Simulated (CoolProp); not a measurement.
A single-stage vapour-compression cycle with the fluid: evaporating at 268.15 K (dew point), condensing at 307.15 K (bubble point), superheat 10 K, subcooling 0 K, compressor efficiency 0.85, no pressure losses. The same conditions are run with several fluids, on thermodynamics alone (safety and materials aside).

Model: reference Helmholtz-energy equation of state of each fluid (neopentane: Lemmon 2006; R142b: Lemmon 2006; vinyl chloride: Thol 2022; R143a: Lemmon and Jacobsen 2000; ammonia: Gao 2020; R115: Lemmon 2016), in CoolProp.

Rank neopentane, R142b, vinyl chloride, R143a, ammonia, R115 by cooling COP, highest first.

vinyl chloride (5.08), R142b (5.02), neopentane (4.94), ammonia (4.87), R143a (4.48), R115 (4.38)

```json
[
 {"fluid": "neopentane", "pressure ratio": "3.90", "discharge temperature (K)": "312.7", "refrigerating effect (kJ/kg)": "254", "volumetric capacity (kJ/m³)": "474"},
 {"fluid": "R142b", "pressure ratio": "3.70", "discharge temperature (K)": "326.5", "refrigerating effect (kJ/kg)": "179", "volumetric capacity (kJ/m³)": "967"},
 {"fluid": "vinyl chloride", "pressure ratio": "3.56", "discharge temperature (K)": "349.2", "refrigerating effect (kJ/kg)": "297", "volumetric capacity (kJ/m³)": "1200"},
 {"fluid": "R143a", "pressure ratio": "3.00", "discharge temperature (K)": "326.3", "refrigerating effect (kJ/kg)": "141", "volumetric capacity (kJ/m³)": "3100"},
 {"fluid": "ammonia", "pressure ratio": "3.70", "discharge temperature (K)": "388.3", "refrigerating effect (kJ/kg)": "1120", "volumetric capacity (kJ/m³)": "3090"},
 {"fluid": "R115", "pressure ratio": "3.03", "discharge temperature (K)": "313.7", "refrigerating effect (kJ/kg)": "76.4", "volumetric capacity (kJ/m³)": "2120"}
]
```
